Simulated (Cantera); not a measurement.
A freely propagating, adiabatic, planar premixed flame of C₂H₆ : O₂ : N₂ : H₂O = 1 : 3.18 : 10.2 : 2.1 (molar parts), equivalence ratio 1.1, unburnt at 650 K and 1.00 atm; mixture-averaged transport, grid criteria slope 0.08 and curve 0.16, no radiation.

Cantera simulation using GRI-Mech 3.0 (53 species, 325 reactions); the numbers are that mechanism's predictions, not measurements. Burning velocities carry a grid error of a few per cent, more on coarse grids.

Q: How do the results move with these cheaper or finer settings: unity-Lewis-number transport; multicomponent transport; multicomponent+Soret transport; grid criteria slope 0.5, curve 1; grid criteria slope 0.25, curve 0.5; grid criteria slope 0.03, curve 0.06?

A: 
| setting | laminar burning velocity | thermal thickness | peak x(CH₂O) | peak x(CO) | grid points |
|---|---|---|---|---|---|
| as above | 150 cm/s | 0.306 mm | 0.00220 | 0.0679 | 146 |
| unity-Lewis-number transport | 106 cm/s | 0.366 mm | 0.00149 | 0.0596 | 141 |
| multicomponent transport | 151 cm/s | 0.312 mm | 0.00222 | 0.0681 | 146 |
| multicomponent+Soret transport | 149 cm/s | 0.311 mm | 0.00226 | 0.0680 | 146 |
| grid criteria slope 0.5, curve 1 | 164 cm/s | 0.342 mm | 0.00228 | 0.0689 | 41 |
| grid criteria slope 0.25, curve 0.5 | 154 cm/s | 0.317 mm | 0.00220 | 0.0680 | 64 |
| grid criteria slope 0.03, curve 0.06 | 147 cm/s | 0.303 mm | 0.00221 | 0.0676 | 355 |
The base run took around 7 core-seconds (rough).
Unity Lewis numbers drop preferential diffusion, which matters most where H2 and H carry the flame; Soret adds thermal diffusion.
